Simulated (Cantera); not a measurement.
Charge: 1 mol B₂O₃, 3.9 mol O₂, 5.1 mol N₂, held at 1.33 mbar.

These are equilibrium values from Cantera (NASA tables, ideal gas, pure condensed phases), not measurements of a reactor. Candidate condensed phases: B, BN, B₂O₃; 17 gas species. Kinetics and transport are ignored.

Problem. Which condensed phases are stable at each of these points (T (K)): 850, 1050, 1250, 1450, 1650, 1850, 2050, 2250?

Solution. 
| T (K) | condensed phases | B condensed (%) |
|---|---|---|
| 850 | B₂O₃(l) | 100.0 |
| 1050 | B₂O₃(l) | 100.0 |
| 1250 | B₂O₃(l) | 100.0 |
| 1450 | B₂O₃(l) | 94.7 |
| 1650 | gas only | 0.0 |
| 1850 | gas only | 0.0 |
| 2050 | gas only | 0.0 |
| 2250 | gas only | 0.0 |

From 850 K to 1450 K the condensed part is B₂O₃(l). From 1650 K to 2250 K nothing is condensed.
